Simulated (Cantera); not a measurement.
A Cantera script and what it prints.

```python
import numpy as np
import cantera as ct

gas_names = [...]  # 113 gases of nasa_gas.yaml made of C, H, O, Ta
cond_names = """
    C(gr) C6H6(L) C7H8(L) C8H18(L),n-octa H2O(s) H2O(L) Ta(cr) Ta(L) TaC(s) TaC(L) Ta2O5(s) Ta2O5(L)
""".split()


# ... load() reads the species with a 1 bar reference pressure and builds the phases ...
atoms = {
    'Ta2O5': {'Ta': 2, 'O': 5},
    'CH4': {'C': 1, 'H': 4},
    'H2': {'H': 2},
}
top_T = {'C(gr)': 4500}  # K; cautious upper limits of use, not melting points


# ... equilibrate(T, P, feed) seeds the gas with the atoms and calls Mixture.equilibrate('TP', solver="vcs", rtol=1e-11, max_steps=5000) ...
results = []
feed = {'Ta2O5': 1, 'CH4': 0.8, 'H2': 0.12}  # mol
for P in [10, 32, 100, 320, 1000, 3200, 10000, 32000, 100000, 320000, 1000000]:
    for T in [1748, 1848, 1948, 2048, 2148, 2248, 2348, 2448, 2548, 2648]:
        mix = equilibrate(T, P, feed)
        results.append((T, P, feed, dict(zip(mix.species_names, mix.species_moles))))

for T, P, feed, n in results:
    print(f"{T:7g} {P:10.4g}  " + (" + ".join(c for c in cond_names if n.get(c, 0) > 1e-12) or "gas only"))
```

Result:

```
   1748         10  Ta(cr) + Ta2O5(s)
   1848         10  Ta(cr) + Ta2O5(s)
   1948         10  Ta(cr) + Ta2O5(s)
   2048         10  Ta(cr) + Ta2O5(s)
   2148         10  Ta(cr) + Ta2O5(L)
   2248         10  Ta2O5(L)
   2348         10  Ta2O5(L)
   2448         10  gas only
   2548         10  gas only
   2648         10  gas only
   1748         32  Ta(cr) + TaC(s) + Ta2O5(s)
   1848         32  Ta(cr) + Ta2O5(s)
   1948         32  Ta(cr) + Ta2O5(s)
   2048         32  Ta(cr) + Ta2O5(s)
   2148         32  Ta(cr) + Ta2O5(L)
   2248         32  Ta(cr) + Ta2O5(L)
   2348         32  Ta2O5(L)
   2448         32  Ta2O5(L)
   2548         32  gas only
   2648         32  gas only
   1748        100  TaC(s) + Ta2O5(s)
   1848        100  Ta(cr) + Ta2O5(s)
   1948        100  Ta(cr) + Ta2O5(s)
   2048        100  Ta(cr) + Ta2O5(s)
   2148        100  Ta(cr) + Ta2O5(L)
   2248        100  Ta(cr) + Ta2O5(L)
   2348        100  Ta(cr) + Ta2O5(L)
   2448        100  Ta2O5(L)
   2548        100  Ta2O5(L)
   2648        100  gas only
   1748        320  TaC(s) + Ta2O5(s)
   1848        320  TaC(s) + Ta2O5(s)
   1948        320  Ta(cr) + Ta2O5(s)
   2048        320  Ta(cr) + Ta2O5(s)
   2148        320  Ta(cr) + Ta2O5(L)
   2248        320  Ta(cr) + Ta2O5(L)
   2348        320  Ta(cr) + Ta2O5(L)
   2448        320  Ta(cr) + Ta2O5(L)
   2548        320  Ta2O5(L)
   2648        320  Ta2O5(L)
   1748       1000  TaC(s) + Ta2O5(s)
   1848       1000  TaC(s) + Ta2O5(s)
   1948       1000  TaC(s) + Ta2O5(s)
   2048       1000  Ta(cr) + Ta2O5(s)
   2148       1000  Ta(cr) + Ta2O5(L)
   2248       1000  Ta(cr) + Ta2O5(L)
   2348       1000  Ta(cr) + Ta2O5(L)
   2448       1000  Ta(cr) + Ta2O5(L)
   2548       1000  Ta(cr) + Ta2O5(L)
   2648       1000  Ta2O5(L)
   1748       3200  TaC(s) + Ta2O5(s)
   1848       3200  TaC(s) + Ta2O5(s)
   1948       3200  TaC(s) + Ta2O5(s)
   2048       3200  TaC(s) + Ta2O5(s)
   2148       3200  Ta(cr) + Ta2O5(L)
   2248       3200  Ta(cr) + Ta2O5(L)
   2348       3200  Ta(cr) + Ta2O5(L)
   2448       3200  Ta(cr) + Ta2O5(L)
   2548       3200  Ta(cr) + Ta2O5(L)
   2648       3200  Ta(cr) + Ta2O5(L)
   1748      1e+04  TaC(s) + Ta2O5(s)
   1848      1e+04  TaC(s) + Ta2O5(s)
   1948      1e+04  TaC(s) + Ta2O5(s)
   2048      1e+04  TaC(s) + Ta2O5(s)
   2148      1e+04  TaC(s) + Ta2O5(L)
   2248      1e+04  Ta(cr) + Ta2O5(L)
   2348      1e+04  Ta(cr) + Ta2O5(L)
   2448      1e+04  Ta(cr) + Ta2O5(L)
   2548      1e+04  Ta(cr) + Ta2O5(L)
   2648      1e+04  Ta(cr) + Ta2O5(L)
   1748    3.2e+04  TaC(s) + Ta2O5(s)
   1848    3.2e+04  TaC(s) + Ta2O5(s)
   1948    3.2e+04  TaC(s) + Ta2O5(s)
   2048    3.2e+04  TaC(s) + Ta2O5(s)
   2148    3.2e+04  TaC(s) + Ta2O5(L)
   2248    3.2e+04  TaC(s) + Ta2O5(L)
   2348    3.2e+04  Ta(cr) + Ta2O5(L)
   2448    3.2e+04  Ta(cr) + Ta2O5(L)
   2548    3.2e+04  Ta(cr) + Ta2O5(L)
   2648    3.2e+04  Ta(cr) + Ta2O5(L)
   1748      1e+05  TaC(s) + Ta2O5(s)
   1848      1e+05  TaC(s) + Ta2O5(s)
   1948      1e+05  TaC(s) + Ta2O5(s)
   2048      1e+05  TaC(s) + Ta2O5(s)
   2148      1e+05  TaC(s) + Ta2O5(L)
   2248      1e+05  TaC(s) + Ta2O5(L)
   2348      1e+05  TaC(s) + Ta2O5(L)
   2448      1e+05  Ta(cr) + TaC(s) + Ta2O5(L)
   2548      1e+05  Ta(cr) + Ta2O5(L)
   2648      1e+05  Ta(cr) + Ta2O5(L)
   1748    3.2e+05  TaC(s) + Ta2O5(s)
   1848    3.2e+05  TaC(s) + Ta2O5(s)
   1948    3.2e+05  TaC(s) + Ta2O5(s)
   2048    3.2e+05  TaC(s) + Ta2O5(s)
   2148    3.2e+05  TaC(s) + Ta2O5(L)
   2248    3.2e+05  TaC(s) + Ta2O5(L)
   2348    3.2e+05  TaC(s) + Ta2O5(L)
   2448    3.2e+05  TaC(s) + Ta2O5(L)
   2548    3.2e+05  TaC(s) + Ta2O5(L)
   2648    3.2e+05  Ta(cr) + Ta2O5(L)
   1748      1e+06  TaC(s) + Ta2O5(s)
   1848      1e+06  TaC(s) + Ta2O5(s)
   1948      1e+06  TaC(s) + Ta2O5(s)
   2048      1e+06  TaC(s) + Ta2O5(s)
   2148      1e+06  TaC(s) + Ta2O5(L)
   2248      1e+06  TaC(s) + Ta2O5(L)
   2348      1e+06  TaC(s) + Ta2O5(L)
   2448      1e+06  TaC(s) + Ta2O5(L)
   2548      1e+06  TaC(s) + Ta2O5(L)
   2648      1e+06  TaC(s) + Ta2O5(L)
```

Cantera equilibrium calculation (NASA polynomials, part measured and part estimated; ideal gas, pure solids and liquids). Mutual solubility and eutectic melting of coexisting phases are not modelled. TaC: taken at fixed stoichiometry. Condensed phases not in the tables: Ta2C, N, O or C dissolved in the metal.
